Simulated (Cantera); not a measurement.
## Adiabatic ignition

An adiabatic, constant-volume homogeneous reactor starts with H2 : O2 : N2 = 1 : 1.43 : 5.37 (molar parts), at 1500 K and 4.93 atm.

Model: the H2/O2 subset of GRI-Mech 3.0, which has no nitrogen chemistry, integrated in Cantera. The hydrogen kinetics of GRI-Mech 3.0 are dated; newer H2 mechanisms differ, most at raised pressure.

```
t (s)     T (K)  P (bar)      x H2   x O2  x H2O       x H    x HO2   x H2O2      x O
--------  -----  -------  --------  -----  -----  --------  -------  -------  -------
6.00e-6    2372     7.50   0.00417  0.119  0.120   0.00335  3.49e-5  9.49e-7  0.00982
1.96e-5    2533     7.94  0.000957  0.124  0.130  0.000333  2.01e-5  9.69e-7  0.00222
6.42e-5    2534     7.94  0.000929  0.124  0.131  0.000318  2.02e-5  9.81e-7  0.00215
0.000210   2534     7.94  0.000929  0.124  0.131  0.000318  2.02e-5  9.81e-7  0.00215
0.000687   2534     7.94  0.000929  0.124  0.131  0.000318  2.02e-5  9.81e-7  0.00215
0.00225    2534     7.94  0.000929  0.124  0.131  0.000318  2.02e-5  9.81e-7  0.00215
0.00735    2534     7.94  0.000929  0.124  0.131  0.000318  2.02e-5  9.81e-7  0.00215
0.0240     2534     7.94  0.000929  0.124  0.131  0.000318  2.02e-5  9.81e-7  0.00215
0.0786     2534     7.94  0.000929  0.124  0.131  0.000318  2.02e-5  9.81e-7  0.00215
0.257      2534     7.94  0.000929  0.124  0.131  0.000318  2.02e-5  9.81e-7  0.00215
0.841      2534     7.94  0.000929  0.124  0.131  0.000318  2.02e-5  9.81e-7  0.00215
2.75       2534     7.94  0.000929  0.124  0.131  0.000318  2.02e-5  9.81e-7  0.00215
9.00       2534     7.94  0.000929  0.124  0.131  0.000318  2.02e-5  9.81e-7  0.00215
```
x: mole fraction; the columns are a selection and need not sum to one.

```json
{
  "time_of_steepest_temperature_rise": "3.19 µs",
  "temperature at 9.00 s": "2534 K",
  "equilibrium_temperature": "2534 K",
  "x(H2) at 9.00 s": "0.000929 (gas-phase equilibrium 0.000929)",
  "x(O2) at 9.00 s": "0.124 (gas-phase equilibrium 0.124)",
  "x(H2O) at 9.00 s": "0.131 (gas-phase equilibrium 0.131)"
}
```
